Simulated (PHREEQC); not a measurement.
**Copper plating or etch bath: speciation**

A solution holds 0.21 mol Cu(NO3)2, 0.0019 mol H2SO4 and 5.9e-05 mol H3BO3 per kg of water, at 85 °C. Closed to the air; pH follows from the charge balance.

Computed with PHREEQC (ion-association model, phreeqc.dat).

The pH is 2.57. The ionic strength is 0.631 mol/kgw, the activity of water is 0.989 and the specific conductance comes out as 81500 µS/cm. The density is 0.999 g/cm³ and the total alkalinity is -3.80 meq/kg.

```csv
species,molality,activity,log γ
NO3-,0.420,0.234,-0.254
Cu+2,0.209,0.0415,-0.702
H+,0.00364,0.00267,-0.134
CuSO4,0.00106,0.00123,0.063
SO4-2,0.000660,0.000103,-0.808
HSO4-,0.000177,0.000126,-0.146
H3BO3,5.90e-5,6.82e-5,0.063
Cu2(OH)2+2,5.68e-6,1.47e-6,-0.586
CuOH+,2.56e-7,1.54e-7,-0.221
```

Precipitation was switched off in this run. Complexes and solids missing from the database can't appear. Away from 25 °C the constants follow the database's enthalpies or fits; those with neither stay at their 25 °C values.
